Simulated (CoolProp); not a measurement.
Carbon monoxide at 293.15 K and 0.222 MPa is throttled through a valve to 0.0984 MPa with no heat exchange. Each further row changes one setting.

Values from CoolProp's reference Helmholtz-energy equation of state, Lemmon 2006. It is a short technical equation, of lower accuracy than the large ones.

```json
[
 {"case": "as stated", "temperature change (K)": "[?]", "final density (kg/m³)": "[?]"},
 {"case": "outlet pressure 0.0295 MPa", "temperature change (K)": "[?]", "final density (kg/m³)": "[?]"},
 {"case": "outlet pressure 0.128 MPa", "temperature change (K)": "[?]", "final density (kg/m³)": "[?]"}
]
```

Q: Complete the blanks.

A: 
- as stated, temperature change (K): -0.3
- as stated, final density (kg/m³): 1.13
- outlet pressure 0.0295 MPa, temperature change (K): -0.5
- outlet pressure 0.0295 MPa, final density (kg/m³): 0.340
- outlet pressure 0.128 MPa, temperature change (K): -0.2
- outlet pressure 0.128 MPa, final density (kg/m³): 1.47
